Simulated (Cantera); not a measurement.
Pyrogenic steam for wet oxidation

A perfectly stirred reactor is fed with 1.57 % H₂, 4.92 % O₂, 93.5 % N₂, equivalence ratio 0.16, at 0.148 atm; it is held at 1023 K, and followed from long to short residence time.

Cantera simulation using the H2/O2 subset of GRI-Mech 3.0, which has no nitrogen chemistry; the numbers are that mechanism's predictions, not measurements.

```
τ (s)       x H₂    x O₂    x HO₂       x H   x H₂O   x H₂O₂
------  --------  ------  -------  --------  ------  -------
28       1.94e-5  0.0417  4.25e-7   3.85e-7  0.0158  4.27e-8
8.5      4.17e-5  0.0417  7.47e-7   1.27e-6  0.0158  6.80e-8
2.6      8.67e-5  0.0417  1.20e-6   4.12e-6  0.0158  1.00e-7
0.80    0.000174  0.0417  1.76e-6   1.33e-5  0.0157  1.37e-7
0.24    0.000345  0.0418  2.39e-6   4.34e-5  0.0155  1.77e-7
0.075   0.000657  0.0419  2.96e-6  0.000133  0.0151  2.16e-7
0.023    0.00125  0.0421  3.44e-6  0.000396  0.0143  2.50e-7
0.0070   0.00240  0.0426  3.77e-6   0.00105  0.0128  2.67e-7
```
x: mole fraction; the columns are a selection and need not sum to one.
